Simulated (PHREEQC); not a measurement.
A solution holds 0.026 mol ZnCl2, 0.039 mol H2SO4 and 0.00023 mol NaCl per kg of water, at 25 °C. Closed to the air; pH follows from the charge balance.

Model: ion-association model, wateq4f.dat, run in PHREEQC.

This is a speciation only: nothing precipitates in the calculation.

What pH, ionic strength does the model give?

pH 1.34; ionic strength 0.125 mol/kgw.

In which forms is Cl present?

Cl- 98 %, ZnCl+ 1.8 % of the Cl.

Species that the database lacks are ignored.
